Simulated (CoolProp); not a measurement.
Properties of water at several states (Tc = 373.9 °C, pc = 22060 kPa, ω = 0.344).

The numbers come from the reference Helmholtz-energy equation of state, Wagner 2002 in CoolProp.

```tsv
T (°C)	p (kPa)	phase	cp (kJ/(kg K))	cv (kJ/(kg K))	Joule-Thomson coefficient (K/MPa)	viscosity (µPa s)	conductivity (mW/(m K))
699.05	2470	gas	2.310	1.824	2.575	36.6	93.9
577.85	1410	gas	2.221	1.738	3.774	31.8	77.3
144.25	17.3	gas	1.923	1.457	38.63	14.0	28.0
694.25	5590	gas	2.359	1.841	2.590	36.6	95.6
168.75	229	gas	2.054	1.540	31.13	14.9	31.0
437.45	100000	supercritical	5.163	2.739	0.2489	77.0	494
```

Viscosity comes from a separate model (Huber 2009). Thermal conductivity comes from a separate model (Huber 2012).
